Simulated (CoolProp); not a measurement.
Vapour pressure (kPa) of n-perfluorobutane: the reference equation beside estimates from Tc = 113.2 °C, pc = 2322 kPa, ω = 0.372. Clausius-Clapeyron is anchored at -41.85 °C with a constant enthalpy of vaporisation of 26.20 kJ/mol.

Model: reference Helmholtz-energy equation of state, Gao 2022, in CoolProp.

```json
[
 {"T (°C)": "-41.85", "reference": "14.42", "Lee-Kesler": "14.42", "Clausius-Clapeyron": "14.42", "van der Waals": "…", "Redlich-Kwong": "46.50", "Soave-Redlich-Kwong": "14.55", "Peng-Robinson": "15.01"},
 {"T (°C)": "-28.05", "reference": "30.99", "Lee-Kesler": "30.94", "Clausius-Clapeyron": "31.05", "van der Waals": "276.4", "Redlich-Kwong": "83.48", "Soave-Redlich-Kwong": "31.05", "Peng-Robinson": "31.59"},
 {"T (°C)": "-14.25", "reference": "60.25", "Lee-Kesler": "60.20", "Clausius-Clapeyron": "61.61", "van der Waals": "371.4", "Redlich-Kwong": "139.0", "Soave-Redlich-Kwong": "60.23", "Peng-Robinson": "60.62"},
 {"T (°C)": "-0.45", "reference": "107.9", "Lee-Kesler": "108.0", "Clausius-Clapeyron": "114.1", "van der Waals": "485.8", "Redlich-Kwong": "217.8", "Soave-Redlich-Kwong": "108.0", "Peng-Robinson": "107.8"},
 {"T (°C)": "13.45", "reference": "181.3", "Lee-Kesler": "181.9", "Clausius-Clapeyron": "199.8", "van der Waals": "622.1", "Redlich-Kwong": "325.5", "Soave-Redlich-Kwong": "181.9", "Peng-Robinson": "…"},
 {"T (°C)": "27.25", "reference": "287.1", "Lee-Kesler": "288.3", "Clausius-Clapeyron": "331.1", "van der Waals": "779.6", "Redlich-Kwong": "465.0", "Soave-Redlich-Kwong": "289.1", "Peng-Robinson": "285.9"},
 {"T (°C)": "41.05", "reference": "…", "Lee-Kesler": "…", "Clausius-Clapeyron": "524.8", "van der Waals": "…", "Redlich-Kwong": "641.5", "Soave-Redlich-Kwong": "438.9", "Peng-Robinson": "433.2"},
 {"T (°C)": "54.95", "reference": "632.7", "Lee-Kesler": "635.9", "Clausius-Clapeyron": "802.6", "van der Waals": "1167", "Redlich-Kwong": "861.0", "Soave-Redlich-Kwong": "642.6", "Peng-Robinson": "634.0"},
 {"T (°C)": "68.75", "reference": "891.1", "Lee-Kesler": "895.5", "Clausius-Clapeyron": "1183", "van der Waals": "1398", "Redlich-Kwong": "…", "Soave-Redlich-Kwong": "907.8", "Peng-Robinson": "896.5"},
 {"T (°C)": "82.55", "reference": "…", "Lee-Kesler": "1229", "Clausius-Clapeyron": "1691", "van der Waals": "1655", "Redlich-Kwong": "1437", "Soave-Redlich-Kwong": "1247", "Peng-Robinson": "1234"},
 {"T (°C)": "96.35", "reference": "1643", "Lee-Kesler": "1652", "Clausius-Clapeyron": "2354", "van der Waals": "1939", "Redlich-Kwong": "…", "Soave-Redlich-Kwong": "1671", "Peng-Robinson": "1660"}
]
```

### Question
Some entries are withheld; supply them.

### Answer

- -41.85, van der Waals: 199.3
- 13.45, Peng-Robinson: 180.6
- 41.05, reference: 433.9
- 41.05, Lee-Kesler: 436.0
- 41.05, van der Waals: 960.5
- 68.75, Redlich-Kwong: 1124
- 82.55, reference: 1222
- 96.35, Redlich-Kwong: 1801

Absolute difference from the reference over all 11 rows, mean and median: Lee-Kesler 0.3 and 0.4 %, Clausius-Clapeyron 17.8 and 15.3 %, van der Waals 333.8 and 171.5 %, Redlich-Kwong 82.1 and 62.0 %, Soave-Redlich-Kwong 1.0 and 0.9 %, Peng-Robinson 1.0 and 0.6 %.
